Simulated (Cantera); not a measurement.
Charge: 1 mol Al, 7.8 mol HCl, 0.97 mol H₂, held at 0.0100 bar.

Equilibrium computed with Cantera from the NASA thermochemical tables; the gas is ideal and each condensed phase is pure. Candidate condensed phases: Al, AlCl₃; 12 gas species. The tables' values for AlCl₂ are old estimates; treat these amounts as uncertain. Rates play no part.

x: gas mole fraction; nothing condenses.

```
T (°C)  x HCl   x H₂  x AlCl₃    x Al₂Cl₆   x AlCl₂        x Cl         x H
------  -----  -----  -------  ----------  --------  ----------  ----------
275     0.612  0.315   0.0196      0.0539    <1e-12      <1e-12      <1e-12
325     0.602  0.310   0.0501      0.0377    <1e-12      <1e-12      <1e-12
375     0.591  0.304   0.0879      0.0176    <1e-12      <1e-12      <1e-12
425     0.584  0.300    0.110  (withheld)  1.23e-11      <1e-12      <1e-12
475     0.581  0.299    0.118     0.00161  1.46e-10    3.29e-12    1.57e-12
525     0.581  0.299    0.120    0.000503   1.21e-9    2.94e-11    1.46e-11
575     0.581  0.299    0.121    0.000178   7.69e-9    2.03e-10    1.04e-10
625     0.580  0.299    0.121     7.07e-5   3.96e-8     1.14e-9    5.98e-10
675     0.580  0.299    0.121  (withheld)   1.71e-7  (withheld)  (withheld)
725     0.580  0.299    0.121     1.49e-5   6.36e-7     2.13e-8     1.18e-8
775     0.580  0.299    0.121     7.73e-6   2.08e-6     7.49e-8     4.22e-8
825     0.580  0.299    0.121     4.26e-6   6.10e-6     2.35e-7     1.35e-7
875     0.580  0.299    0.121     2.49e-6   1.63e-5     6.71e-7     3.92e-7
925     0.580  0.299    0.121     1.52e-6   3.98e-5     1.75e-6     1.04e-6
```

**Question.** Some entries are withheld; supply them.

**Answer.** 
- 675, x Al₂Cl₆: 3.11e-5
- 675, x Cl: 5.31e-9
- 675, x H: 2.87e-9
- 425, x Al₂Cl₆: 0.00560
